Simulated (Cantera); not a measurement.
Charge: 1 mol SiH₂Cl₂, 1.3 mol NH₃, 23 mol H₂, equilibrated at 1798 K and 1.00 bar.

Equilibrium computed with Cantera from the NASA thermochemical tables; the gas is ideal and each condensed phase is pure. Candidate condensed phases: NH₄Cl, Si, Si₃N₄; 28 gas species. Mutual solubility and eutectic melting of coexisting phases are not modelled. The tables' values for SiCl₃, SiCl are old estimates; treat these amounts as uncertain. Gases not in the tables: Si₂H₆ and higher silanes. The numbers say what is thermodynamically allowed, not how fast it happens.

Base state: H₂ 0.928, HCl 0.0534, SiCl₂ 0.00953, N₂ 0.00852, H 0.000339, SiCl₃ 0.000269, SiHCl₃ 5.33e-5, SiH₂Cl₂ 4.19e-5 (mole fractions); condensed: Si(l) + Si₃N₄(s).

**Question.** What changes in the equilibrium state with this change: SiH₂Cl₂ replaced by Si₂Cl₆?

**Answer.** 
```
species          before     after
-------------  --------  --------
H₂                0.928     0.831
HCl              0.0534     0.111
SiCl₂           0.00953    0.0455
SiCl₄           1.23e-5  0.000282
SiCl₃          0.000269   0.00281
SiHCl₃          5.33e-5  0.000528
SiH₂Cl₂         4.19e-5  0.000179
Si(l), mol        0.102         0
Si₃N₄(s), mol     0.209     0.204
```
The feed counts by its element totals alone.
